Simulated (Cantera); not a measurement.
Input: 1 mol Cu₂O, 7.7 mol CO, 14 mol N₂, held at 13300 Pa.

Cantera equilibrium calculation (NASA polynomials, part measured and part estimated; ideal gas, pure solids and liquids). Candidate condensed phases: C, Cu, CuO, Cu₂O; 27 gas species. Kinetics and transport are ignored.

### Question
At 1975 K, list the 5 most abundant gas species with their mole fractions, and the condensed phases.

### Answer
N₂ 0.629, CO 0.301, CO₂ 0.0449, Cu 0.0255, Cu₂ 9.67e-5. Condensed: Cu(l).
